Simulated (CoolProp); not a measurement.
Model: reference Helmholtz-energy equation of state, Zhou 2011, in CoolProp.

For dimethyl carbonate, give the phase and the density (kg/m³), cp (kJ/(kg K)), speed of sound (m/s), expansivity (1/kK) at 326.85 °C and 7.67 MPa; 326.85 °C and 16.9 MPa; 326.85 °C and 24.5 MPa.


- 326.85 °C and 7.67 MPa: supercritical; density 324, cp 4.02, speed of sound 152, expansivity 17.9
- 326.85 °C and 16.9 MPa: supercritical; density 612, cp 2.70, speed of sound 359, expansivity 3.96
- 326.85 °C and 24.5 MPa: supercritical; density 675, cp 2.50, speed of sound 462, expansivity 2.58
